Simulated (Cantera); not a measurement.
**Stirred combustor or abatement burner**

A perfectly stirred reactor is fed with 19.2 % CH3OH, 17.0 % O2, 63.8 % N2, equivalence ratio 1.7, at 0.987 atm; it is adiabatic with a 450 K inlet, and is followed from long to short residence time, starting on the burning branch (τ in s: 0.063, 0.019, 0.006, 0.0018, 0.00057, 0.00018, 5.4e-05, 1.7e-05, 5.1e-06).

Model: GRI-Mech 3.0 (53 species, 325 reactions), integrated in Cantera. GRI-Mech 3.0 was tuned for natural gas; its chemistry of methanol as a main component is partial and can be far from experiment.

| τ (s) | T (K) | x CH3OH | x O2 | x HCN | x NO | x CH4 | x H2O2 |
|---|---|---|---|---|---|---|---|
| 0.063 | 1929 | 2.70e-6 | 7.57e-5 | 8.73e-7 | 4.10e-5 | 7.04e-6 | 1.05e-8 |
| 0.019 | 1915 | 5.79e-6 | 0.000167 | 2.62e-6 | 5.86e-5 | 1.16e-5 | 2.24e-8 |
| 0.0060 | 1898 | 1.31e-5 | 0.000369 | 6.71e-6 | 6.80e-5 | 2.22e-5 | 4.06e-8 |
| 0.0018 | 1878 | 3.48e-5 | 0.000897 | 1.45e-5 | 6.28e-5 | 5.33e-5 | 6.77e-8 |
| 0.00057 | 1852 | 0.000103 | 0.00238 | 2.14e-5 | 4.33e-5 | 0.000146 | 1.18e-7 |
| 0.00018 | 1781 | 0.000433 | 0.00856 | 1.38e-5 | 1.51e-5 | 0.000515 | 4.72e-7 |
| 5.4e-5 | 450 | 0.192 | 0.170 | <1e-12 | <1e-12 | <1e-12 | <1e-12 |
| 1.7e-5 | 450 | 0.192 | 0.170 | <1e-12 | <1e-12 | <1e-12 | <1e-12 |
| 5.1e-6 | 450 | 0.192 | 0.170 | <1e-12 | <1e-12 | <1e-12 | <1e-12 |
x: mole fraction; the columns are a selection and need not sum to one.
